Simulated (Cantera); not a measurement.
A perfectly stirred reactor is fed with CH4 : O2 : N2 = 1 : 2 : 7.52 (molar parts), at 1.00 atm; it is adiabatic with a 625 K inlet, and is followed from long to short residence time, starting on the burning branch (τ in s: 0.077, 0.035, 0.016, 0.0074, 0.0034, 0.0015, 0.00071, 0.00032, 0.00015, 6.8e-05, 3.1e-05).

Detailed kinetics in Cantera: GRI-Mech 3.0 (53 species, 325 reactions).

Q: Predict: blow-out, bracketed by the residence times tried; x(CH4) at τ = 77.0 ms; x(O2) at τ = 77.0 ms; x(N2O) at τ = 77.0 ms; x(CH3) at τ = 77.0 ms; x(HCN) at τ = 77.0 ms; x(CH4) at τ = 1.50 ms; x(O2) at τ = 1.50 ms; x(N2O) at τ = 1.50 ms; x(CH3) at τ = 1.50 ms; x(HCN) at τ = 1.50 ms.

A: 
| Property | Value |
|---|---|
| blow-out, bracketed by the residence times tried | burning at 68.0 µs, out at 31.0 µs |
| x(CH4) at τ = 77.0 ms | 2.34e-6 |
| x(O2) at τ = 77.0 ms | 0.00892 |
| x(N2O) at τ = 77.0 ms | 1.85e-7 |
| x(CH3) at τ = 77.0 ms | 1.43e-6 |
| x(HCN) at τ = 77.0 ms | 3.52e-7 |
| x(CH4) at τ = 1.50 ms | 5.64e-5 |
| x(O2) at τ = 1.50 ms | 0.0168 |
| x(N2O) at τ = 1.50 ms | 1.29e-7 |
| x(CH3) at τ = 1.50 ms | 2.78e-5 |
| x(HCN) at τ = 1.50 ms | 1.06e-6 |
